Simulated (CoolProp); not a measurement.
A closed Brayton cycle with carbon dioxide: compressor inlet 333.15 K and 9 MPa, high pressure 23.8 MPa, turbine inlet 985 K, compressor efficiency 0.85, turbine efficiency 0.85, recuperator effectiveness 0 (on enthalpy, no pinch check). Each further row changes one setting.

Values from CoolProp's reference Helmholtz-energy equation of state, Span 1996.

| case | thermal efficiency (%) | net work (kJ/kg) | compressor to turbine work | compressor exit (K) | turbine exit (K) |
|---|---|---|---|---|---|
| as stated | 12.7 | 94.2 | 0.36 | 416.1 | 861.6 |
| turbine inlet 935 K | 12.7 | … | 0.38 | 416.1 | … |
| compressor inlet 343.15 K | … | 88.3 | 0.40 | … | 861.6 |
| high pressure 20.2 MPa | 10.8 | 81.2 | 0.34 | 401.7 | … |
| recuperator effectiveness 0.5 | 19.6 | 94.2 | 0.36 | 416.1 | 861.6 |

Some entries are withheld; supply them.


- turbine inlet 935 K, net work (kJ/kg): 86.2
- turbine inlet 935 K, turbine exit (K): 815.7
- compressor inlet 343.15 K, thermal efficiency (%): 12.4
- compressor inlet 343.15 K, compressor exit (K): 431.7
- high pressure 20.2 MPa, turbine exit (K): 881.7
